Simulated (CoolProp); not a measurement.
The numbers come from the reference Helmholtz-energy equation of state, Thol 2016 in CoolProp.

Q: Give the vapour pressure (kPa), liquid density (kg/m³), vapour density (kg/m³), enthalpy of vaporisation (kJ/kg) of saturated hexamethyldisiloxane (MM) at 474.4 K.

A: 
| T (K) | p (kPa) | liquid density (kg/m³) | vapour density (kg/m³) | enthalpy of vaporisation (kJ/kg) |
|---|---|---|---|---|
| 474.4 | 941 | 521 | 56.6 | 121 |
